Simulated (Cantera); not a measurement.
Cantera run:

```python
import numpy as np
import cantera as ct

gas_names = """
    OH NH3 O2
""".split()
cond_names = """
    Cr2N(s) Cr(cr) Cr(L)
""".split()


# ... load() reads the species with a 1 bar reference pressure and builds the phases ...
species = {s.name: s for s in load("nasa_gas.yaml", gas_names) + load("nasa_condensed.yaml", cond_names)}
# Each term lists the table entries of one substance; the one whose range holds T is used.
reactions = {
    '6 OH(g) + 2 Cr2N = 2 NH3(g) + 3 O2(g) + 4 Cr':
        [(-6, ['OH']), (-2, ['Cr2N(s)']), (2, ['NH3']), (3, ['O2']), (4, ['Cr(cr)', 'Cr(L)'])],
}


def pick(names, T):
    return next(species[n] for n in names if species[n].thermo.min_temp <= T <= species[n].thermo.max_temp)


results = []
for label, terms in reactions.items():
    print(label)
    print("     T/K   dH/kJ  dS/(J/K)   dG/kJ   log10 K")
    for T in [398, 498, 598, 698, 798, 898, 998, 1098]:
        used = [(nu, pick(names, T)) for nu, names in terms]
        dH = sum(nu * s.thermo.h(T) for nu, s in used) / 1e6
        dS = sum(nu * s.thermo.s(T) for nu, s in used) / 1e3
        dG = dH - T * dS / 1e3
        logK = -dG * 1e6 / (ct.gas_constant * T * np.log(10))
        results.append((label, T, dH, dS, dG, logK, [s.name for _, s in used]))
        print(f"{T:8g} {dH:8.1f} {dS:8.1f} {dG:8.1f} {logK:8.2f}")
```

It prints:

```
6 OH(g) + 2 Cr2N = 2 NH3(g) + 3 O2(g) + 4 Cr
     T/K   dH/kJ  dS/(J/K)   dG/kJ   log10 K
     398    -82.6   -153.4    -21.6     2.83
     498    -87.7   -164.8     -5.6     0.59
     598    -92.0   -172.8     11.3    -0.99
     698    -95.6   -178.3     28.9    -2.16
     798    -98.6   -182.4     46.9    -3.07
     898   -101.2   -185.4     65.3    -3.80
     998   -103.5   -187.8     84.0    -4.39
    1098   -105.4   -189.6    102.8    -4.89
```

Source: NASA polynomial tables (part measured, part estimated), evaluated in Cantera. Condensed species are held in their standard states even where they would react or evaporate.
